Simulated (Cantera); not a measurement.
Cantera run, input and output.

```python
import numpy as np
import cantera as ct

gas = ct.Solution("gri30.yaml")
gas.TPX = 1875, 13332, {'C2H4': 1, 'H2': 9.2}
reactor = ct.IdealGasConstPressureReactor(gas, energy="off", clone=False)
net = ct.ReactorNet([reactor])
net.rtol, net.atol = 1e-08, 1e-18
show = ['C2H4', 'H2', 'C2H', 'C2H2', 'CH3']
times = np.geomspace(0.0004, 200, 14)

steps = ct.SolutionArray(gas, extra=["t"])
rows = []
print(f"{'t/s':>10s}{'T/K':>9s}{'P/Pa':>11s}" + "".join(f"{s:>11s}" for s in show))
for t in times:
    while net.time < t:
        t_next = net.step()
        steps.append(gas.state, t=t_next)
    rows.append([np.interp(t, steps.t, y) for y in (steps.T, steps.P, *steps(*show).X.T)])
    print(f"{t:10.3e}{rows[-1][0]:9.1f}{rows[-1][1]:11.4g}" + "".join(f"{x:11.3e}" for x in rows[-1][2:]))
rate = np.gradient(steps.T, steps.t)
print("integrator steps:", len(steps.t))
if steps.T.max() > steps.T[0] + 200:
    print(f"time of steepest temperature rise: {steps.t[rate.argmax()]:.4e} s")
gas.TPX = 1875, 13332, {'C2H4': 1, 'H2': 9.2}
gas.equilibrate("TP")
print(f"equilibrium (TP): T = {gas.T:.1f} K  " + "  ".join(f"{s} {gas[s].X[0]:.3e}" for s in show))
```

Result:

```
       t/s      T/K       P/Pa       C2H4         H2        C2H       C2H2        CH3
 4.000e-04   1875.0  1.333e+04  6.765e-02  9.045e-01  5.044e-08  2.762e-02  2.233e-07
 1.098e-03   1875.0  1.333e+04  2.919e-02  9.079e-01  1.697e-07  6.264e-02  3.318e-07
 3.012e-03   1875.0  1.333e+04  1.924e-03  9.101e-01  4.344e-07  8.748e-02  6.336e-07
 8.264e-03   1875.0  1.333e+04  1.611e-04  9.096e-01  1.292e-06  8.905e-02  1.942e-06
 2.268e-02   1875.0  1.333e+04  1.525e-04  9.090e-01  1.964e-06  8.902e-02  3.959e-06
 6.223e-02   1875.0  1.333e+04  1.520e-04  9.089e-01  2.005e-06  8.898e-02  7.428e-06
 1.707e-01   1875.0  1.333e+04  1.518e-04  9.088e-01  2.003e-06  8.888e-02  1.618e-05
 4.685e-01   1875.0  1.333e+04  1.516e-04  9.085e-01  1.997e-06  8.869e-02  3.308e-05
 1.286e+00   1875.0  1.333e+04  1.514e-04  9.084e-01  1.993e-06  8.858e-02  4.360e-05
 3.528e+00   1875.0  1.333e+04  1.514e-04  9.083e-01  1.993e-06  8.857e-02  4.410e-05
 9.680e+00   1875.0  1.333e+04  1.514e-04  9.083e-01  1.993e-06  8.857e-02  4.410e-05
 2.656e+01   1875.0  1.333e+04  1.514e-04  9.083e-01  1.993e-06  8.857e-02  4.410e-05
 7.289e+01   1875.0  1.333e+04  1.514e-04  9.083e-01  1.993e-06  8.857e-02  4.410e-05
 2.000e+02   1875.0  1.333e+04  1.514e-04  9.083e-01  1.993e-06  8.857e-02  4.410e-05
integrator steps: 904
equilibrium (TP): T = 1875.0 K  C2H4 1.514e-04  H2 9.083e-01  C2H 1.993e-06  C2H2 8.857e-02  CH3 4.410e-05
```

Cantera simulation using GRI-Mech 3.0 (53 species, 325 reactions); the numbers are that mechanism's predictions, not measurements. GRI-Mech 3.0 was tuned for natural gas; its chemistry of ethylene as a main component is partial and can be far from experiment. GRI-Mech 3.0 stops at C3 and has no aromatics, soot or wall deposition, so with more carbon than oxygen in the feed, carbon stays in small species such as C2H2 where larger ones or solid carbon would form.
